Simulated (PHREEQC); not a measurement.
Model water analysis in mg/L, 25 °C, pH 6.12, pe 11: Na 7.97; K 2.11; Ca 2.53; Mg 0.722; Cl 5.42; S(6) as SO4 1.16; Alkalinity as HCO3 23.9; O(0) (dissolved oxygen) 0.0246; Cu(2) 0.103; Sr 0.0662; F 0.093.

Cl is adjusted to close the charge balance.
Valence states are taken as typed.

Model: ion-association model, wateq4f.dat, run in PHREEQC.

Precipitation was switched off in this run.

Q: Order these Cu species by the share of Cu that they hold, largest first: CuCO3, Cu+2, Cu(OH)2, CuOH+, CuHCO3+.

A: Cu+2 (75 %), CuHCO3+ (13 %), CuCO3 (8.4 %), Cu(OH)2 (2.4 %), CuOH+ (0.91 %)

The pH is 6.12 and the ionic strength 0.000696 mol/kgw.
